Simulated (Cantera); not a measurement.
A perfectly stirred reactor is fed with NO : N2 = 1 : 0.48 (molar parts), at 10.00 Torr; it is held at 2125 K, and followed from long to short residence time.

Model: GRI-Mech 3.0 (53 species, 325 reactions), integrated in Cantera. Radical loss at walls, strong at low pressure, is not modelled.

Predict: x(NO) at τ = 4.90 s; x(N2O) at τ = 4.90 s; x(NO2) at τ = 4.90 s; x(N2) at τ = 4.90 s; x(O) at τ = 4.90 s; x(NO) at τ = 54.0 ms; x(N2O) at τ = 54.0 ms; x(NO2) at τ = 54.0 ms; x(N2) at τ = 54.0 ms; x(O) at τ = 54.0 ms.


| Property | Value |
|---|---|
| x(NO) at τ = 4.90 s | 0.219 |
| x(N2O) at τ = 4.90 s | 9.23e-6 |
| x(NO2) at τ = 4.90 s | 3.69e-5 |
| x(N2) at τ = 4.90 s | 0.550 |
| x(O) at τ = 4.90 s | 0.00680 |
| x(NO) at τ = 54.0 ms | 0.671 |
| x(N2O) at τ = 54.0 ms | 0.000151 |
| x(NO2) at τ = 54.0 ms | 1.23e-5 |
| x(N2) at τ = 54.0 ms | 0.326 |
| x(O) at τ = 54.0 ms | 0.00105 |
